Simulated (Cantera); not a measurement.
Feed: 1 mol C2H6, 0.2 mol O2, at 2773.15 K and 32.0 Pa.

These are equilibrium values from Cantera (NASA tables, ideal gas, pure condensed phases), not measurements of a reactor. Candidate condensed phases: C, C6H6, C7H8, C8H18, H2O; 110 gas species. Equilibrium is a limit: real reactors are often held back by kinetics, nucleation or transport.

Base state: H 0.810, C3 0.0661, CO 0.0594, H2 0.0380, C 0.0150, C2 0.00657, C2H 0.00285, C2H2 (acetylene) 0.00111 (mole fractions); condensed: gas only.

What changes in the equilibrium state with this change: temperature from 2773.15 K to 925 K?


```json
[
 {"species": "H2", "before": "0.0380", "after": "0.882"},
 {"species": "CO", "before": "0.0594", "after": "0.118"},
 {"species": "CH4", "before": "<1e-9", "after": "5.65e-5"},
 {"species": "H", "before": "0.810", "after": "1.37e-8"},
 {"species": "C3", "before": "0.0661", "after": "<1e-9"},
 {"species": "C", "before": "0.0150", "after": "<1e-9"},
 {"species": "C2", "before": "0.00657", "after": "<1e-9"},
 {"species": "C2H", "before": "0.00285", "after": "<1e-9"},
 {"species": "C2H2 (acetylene)", "before": "0.00111", "after": "<1e-9"},
 {"species": "C5", "before": "0.000551", "after": "<1e-9"},
 {"species": "C4", "before": "0.000109", "after": "<1e-9"},
 {"species": "C(graphite), mol", "before": "0", "after": "1.60"}
]
```
